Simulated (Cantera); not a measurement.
Feed: 1 mol Si, 1.2 mol H2O, 0.049 mol H2, held at 120000 Pa.

Equilibrium computed with Cantera from the NASA thermochemical tables; the gas is ideal and each condensed phase is pure. Candidate condensed phases: H2O, Si, SiO2; 18 gas species. Each liquid is taken as pure. Mutual solubility and eutectic melting of coexisting phases are not modelled. The tables hold silica as quartz up to 1696 K and as liquid above; real silica turns to tridymite and cristobalite and melts near 1996 K. Gases not in the tables: Si2H6 and higher silanes. Equilibrium is a limit: real reactors are often held back by kinetics, nucleation or transport.

x: gas mole fraction; n: condensed amount in mol.

```tsv
T (K)	x H2	x SiO	x H	x H2O	x SiH2	n Si(s)	n SiO2(α-quartz)	n SiO2(β-quartz)	n Si(l)	n SiO2(condensed)
823	1.00	<1e-12	6.70e-12	4.74e-12	<1e-12	0.400	0.600	0	0	0
923	1.00	…	…	…	…	0.400	0	0.600	0	0
1023	1.000	…	…	…	…	0.400	0	0.600	0	0
1123	1.000	4.17e-8	3.89e-8	1.44e-8	2.26e-9	0.400	0	0.600	0	0
1223	1.000	8.56e-7	2.74e-7	8.50e-8	1.87e-8	0.400	0	0.600	0	0
1323	1.000	1.10e-5	1.45e-6	3.82e-7	1.13e-7	0.400	0	0.600	0	0
1423	1.000	9.82e-5	6.06e-6	1.38e-6	5.26e-7	0.400	0	0.600	0	0
1523	0.999	0.000652	2.11e-5	4.21e-6	2.00e-6	0.400	0	0.600	0	0
1623	0.997	0.00340	6.30e-5	1.11e-5	6.45e-6	0.398	0	0.598	0	0
1723	0.986	0.0140	0.000165	2.67e-5	1.67e-5	0	0	0	0.391	0.591
```

Fill in the missing entries.


- 923, x SiO: 1.32e-11
- 923, x H: 2.23e-10
- 923, x H2O: 1.24e-10
- 923, x SiH2: 8.30e-12
- 1023, x SiO: 1.11e-9
- 1023, x H: 3.78e-9
- 1023, x H2O: 1.69e-9
- 1023, x SiH2: 1.80e-10
